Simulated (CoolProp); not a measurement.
Computed with CoolProp (reference Helmholtz-energy equation of state, Akasaka 2024).

Problem. For R1132(E), give the phase and the cv (kJ/(kg K)), Joule-Thomson coefficient (K/MPa) at 272.5 K and 7.51 bar; 309 K and 7.51 bar; 363.6 K and 7.51 bar.

Solution. 
- 272.5 K and 7.51 bar: gas; cv 0.832, Joule-Thomson coefficient 22.9
- 309 K and 7.51 bar: gas; cv 0.864, Joule-Thomson coefficient 15.1
- 363.6 K and 7.51 bar: gas; cv 0.935, Joule-Thomson coefficient 9.33
